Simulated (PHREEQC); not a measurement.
## Copper plating or etch bath (model solution)

Dissolve 0.26 mol/kgw Cu(NO3)2 at 20 °C. Closed to the air; pH follows from the charge balance.

The numbers come from PHREEQC with the ion-association model, phreeqc.dat.

Each row changes one thing in this solution. This is a speciation only: nothing precipitates in the calculation.

| case | pH | ionic strength (mol/kgw) |
|---|---|---|
| as made | 4.12 | 0.780 |
| Cu(NO3)2 replaced by HNO3 at the same molality | 0.69 | 0.260 |
| Cu(NO3)2 from 0.26 to 0.39 mol/kgw | 4.08 | 1.17 |
| temperature from 20 to 25 °C | 4.05 | 0.780 |
| Cu(NO3)2 from 0.26 to 0.286 mol/kgw | 4.11 | 0.858 |
| Cu(NO3)2 replaced by CuCl2 at the same molality | 4.16 | 0.674 |

The ionic strength passes 0.7 mol/kgw, the rough limit of the ion-association models, in as made; Cu(NO3)2 from 0.26 to 0.39 mol/kgw; temperature from 20 to 25 °C; Cu(NO3)2 from 0.26 to 0.286 mol/kgw.
